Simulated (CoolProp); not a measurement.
A single-stage vapour-compression cycle with fluoroethane (R161): evaporating at 236.15 K (dew point), condensing at 290.15 K (bubble point), superheat 10 K, subcooling 5 K, compressor efficiency 0.7, no pressure losses. Each further row changes one setting.

Model: reference Helmholtz-energy equation of state, Wu 2012, in CoolProp.

```json
[
 {"case": "as stated", "cooling COP": "2.52", "pressure ratio": "7.10", "discharge temperature (K)": "358.9", "refrigerating effect (kJ/kg)": "334", "volumetric capacity (kJ/m³)": "840"},
 {"case": "evaporating temperature 241.15 K", "cooling COP": "2.90", "pressure ratio": "5.68", "discharge temperature (K)": "351.7", "refrigerating effect (kJ/kg)": "338", "volumetric capacity (kJ/m³)": "[?]"},
 {"case": "condensing temperature 285.15 K", "cooling COP": "2.84", "pressure ratio": "6.13", "discharge temperature (K)": "350.3", "refrigerating effect (kJ/kg)": "345", "volumetric capacity (kJ/m³)": "867"},
 {"case": "subcooling 10 K", "cooling COP": "2.61", "pressure ratio": "7.10", "discharge temperature (K)": "358.9", "refrigerating effect (kJ/kg)": "345", "volumetric capacity (kJ/m³)": "867"},
 {"case": "superheat 20 K", "cooling COP": "[?]", "pressure ratio": "7.10", "discharge temperature (K)": "[?]", "refrigerating effect (kJ/kg)": "345", "volumetric capacity (kJ/m³)": "831"},
 {"case": "compressor efficiency 0.6", "cooling COP": "2.16", "pressure ratio": "7.10", "discharge temperature (K)": "373.3", "refrigerating effect (kJ/kg)": "334", "volumetric capacity (kJ/m³)": "840"}
]
```

Task: What belongs in the gaps?

Result: 
- evaporating temperature 241.15 K, volumetric capacity (kJ/m³): 1050
- superheat 20 K, cooling COP: 2.50
- superheat 20 K, discharge temperature (K): 369.9
